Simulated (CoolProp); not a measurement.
Vapour-liquid equilibrium of trans-2-butene (1) + ethanol (2) at 6.46 bar; x and y are mole fractions of (1).

Values from CoolProp's multi-fluid Helmholtz-energy mixture model, Lemmon 2005 and Schroeder 2014; pair parameters Bell 2016.

```json
[
 {"x": "0.05", "bubble temperature (°C)": "117.8", "y at the bubble point": "0.383", "dew temperature at overall composition x (°C)": "132.4", "liquid density (mol/L)": "14.60"},
 {"x": "0.15", "bubble temperature (°C)": "89.7", "y at the bubble point": "0.769", "dew temperature at overall composition x (°C)": "128.5", "liquid density (mol/L)": "14.44"},
 {"x": "0.25", "bubble temperature (°C)": "74.9", "y at the bubble point": "0.875", "dew temperature at overall composition x (°C)": "124.2", "liquid density (mol/L)": "13.97"},
 {"x": "0.35", "bubble temperature (°C)": "69.2", "y at the bubble point": "0.904", "dew temperature at overall composition x (°C)": "119.5", "liquid density (mol/L)": "13.35"},
 {"x": "0.45", "bubble temperature (°C)": "67.5", "y at the bubble point": "0.912", "dew temperature at overall composition x (°C)": "114.2", "liquid density (mol/L)": "12.67"},
 {"x": "0.55", "bubble temperature (°C)": "67.1", "y at the bubble point": "0.914", "dew temperature at overall composition x (°C)": "108.1", "liquid density (mol/L)": "12.01"},
 {"x": "0.65", "bubble temperature (°C)": "66.8", "y at the bubble point": "0.916", "dew temperature at overall composition x (°C)": "100.9", "liquid density (mol/L)": "11.40"},
 {"x": "0.75", "bubble temperature (°C)": "65.9", "y at the bubble point": "0.923", "dew temperature at overall composition x (°C)": "91.8", "liquid density (mol/L)": "10.85"},
 {"x": "0.85", "bubble temperature (°C)": "64.4", "y at the bubble point": "0.941", "dew temperature at overall composition x (°C)": "79.0", "liquid density (mol/L)": "10.39"},
 {"x": "0.95", "bubble temperature (°C)": "62.5", "y at the bubble point": "0.974", "dew temperature at overall composition x (°C)": "63.8", "liquid density (mol/L)": "10.00"}
]
```

No azeotrope shows between x = 0.05 and 0.95.

The pair parameters rest on a limited set of measurements; away from them the model extrapolates. With so large a gap from Raoult's law the liquid may split in two, which this calculation doesn't test in full.
